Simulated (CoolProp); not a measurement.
A closed Brayton cycle with carbon dioxide: compressor inlet 316.15 K and 7.7 MPa, high pressure 18.4 MPa, turbine inlet 675 K, compressor efficiency 0.8, turbine efficiency 0.9, recuperator effectiveness 0.8 (on enthalpy, no pinch check). Each further row changes one setting.

Values from CoolProp's reference Helmholtz-energy equation of state, Span 1996.

```json
[
 {"case": "as stated", "thermal efficiency (%)": "23.2", "net work (kJ/kg)": "48.7", "compressor to turbine work": "0.47", "compressor exit (K)": "387.0", "turbine exit (K)": "582.2"},
 {"case": "turbine inlet 625 K", "thermal efficiency (%)": "21.1", "net work (kJ/kg)": "40.3", "compressor to turbine work": "?", "compressor exit (K)": "387.0", "turbine exit (K)": "535.7"},
 {"case": "compressor inlet 326.15 K", "thermal efficiency (%)": "21.6", "net work (kJ/kg)": "?", "compressor to turbine work": "0.54", "compressor exit (K)": "?", "turbine exit (K)": "582.2"},
 {"case": "high pressure 15.6 MPa", "thermal efficiency (%)": "21.8", "net work (kJ/kg)": "?", "compressor to turbine work": "0.44", "compressor exit (K)": "373.1", "turbine exit (K)": "599.5"},
 {"case": "recuperator effectiveness 0.5", "thermal efficiency (%)": "17.6", "net work (kJ/kg)": "48.7", "compressor to turbine work": "0.47", "compressor exit (K)": "387.0", "turbine exit (K)": "582.2"}
]
```

Question: What belongs in the gaps?

Answer: 
- turbine inlet 625 K, compressor to turbine work: 0.51
- compressor inlet 326.15 K, net work (kJ/kg): 41.9
- compressor inlet 326.15 K, compressor exit (K): 403.7
- high pressure 15.6 MPa, net work (kJ/kg): 42.0
